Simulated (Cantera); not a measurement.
Charge: 1 mol Ti(OiPr)4, 0.11 mol CH4, 56 mol H2, held at 1000 Pa.

These are equilibrium values from Cantera (NASA tables, ideal gas, pure condensed phases), not measurements of a reactor. Candidate condensed phases: C, C6H6, C7H8, C8H18, H2O, Ti, TiC, TiO, TiO2, Ti2O3, Ti3O5, Ti4O7; 113 gas species. The feed counts by its element totals alone. TiC: taken at fixed stoichiometry. The numbers say what is thermodynamically allowed, not how fast it happens. All values below are at 1475 °C.

Base state: H2 0.944, CO 0.0538, H 0.00222, C2H2 (acetylene) 0.000107 (mole fractions); condensed: C(graphite) + TiC(s).

Q: What changes in the equilibrium state with this change: pressure from 1000 Pa to 13300 Pa?

A: 
```csv
species,before,after
H2,0.944,0.945
CO,0.0538,0.0539
H,0.00222,0.000608
CH4,8.19e-6,0.000110
C2H2 (acetylene),0.000107,0.000107
"C(graphite), mol",7.09,7.09
"TiC(s), mol",1.00,1.00
```
